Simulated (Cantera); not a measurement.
Mixture: CH₄ : O₂ : N₂ = 1 : 2.56 : 9.64 (molar parts), at 7500 Torr, adiabatic and at constant volume. Ignition delay is the time to a rise of 400 K.

Detailed kinetics in Cantera: GRI-Mech 3.0 (53 species, 325 reactions).

Question: Predict: delay at 1000 K; delay at 1200 K; delay at 1400 K; delay at 1600 K; apparent activation energy between 1500 and 1700 K.

Answer: delay at 1000 K: 75.1 ms
delay at 1200 K: 4.06 ms
delay at 1400 K: 0.425 ms
delay at 1600 K: 65.3 µs
apparent activation energy between 1500 and 1700 K: 180 kJ/mol
